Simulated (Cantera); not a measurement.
**Diamond growth**

A diamond (100) surface in a fixed gas of H2 with x(CH4) = 0.014, x(CH3) = 1.6e-05, at 1200 K, 0.0188 atm; coverages are run to steady state.

Model: the Harris–Goodwin 1993 mechanism for the reconstructed diamond (100) surface, integrated in Cantera.

| x(H) | growth (µm/h) | θ c6HH | θ c6H* | θ c6*H | θ c6** | θ c6HM |
|---|---|---|---|---|---|---|
| 0.0001 | 0.00341 | 0.618 | 0.0273 | 0.350 | 0.00520 | 5.72e-5 |
| 0.00026 | 0.00970 | 0.525 | 0.0335 | 0.429 | 0.0121 | 7.89e-5 |
| 0.00066 | 0.0191 | 0.476 | 0.0365 | 0.467 | 0.0198 | 9.59e-5 |
| 0.0017 | 0.0325 | 0.453 | 0.0378 | 0.483 | 0.0258 | 0.000105 |
| 0.0044 | 0.0556 | 0.443 | 0.0382 | 0.489 | 0.0290 | 0.000103 |
| 0.011 | 0.0968 | 0.439 | 0.0385 | 0.492 | 0.0304 | 9.03e-5 |
| 0.029 | 0.164 | 0.438 | 0.0386 | 0.493 | 0.0310 | 6.54e-5 |
| 0.075 | 0.236 | 0.437 | 0.0388 | 0.493 | 0.0313 | 3.81e-5 |
| 0.19 | 0.287 | 0.437 | 0.0393 | 0.492 | 0.0315 | 1.87e-5 |
θ: site fractions in the mechanism's names (c6HH fully hydrogenated, c6H* and c6*H radical sites, c6** diradical, c6HM methylated).
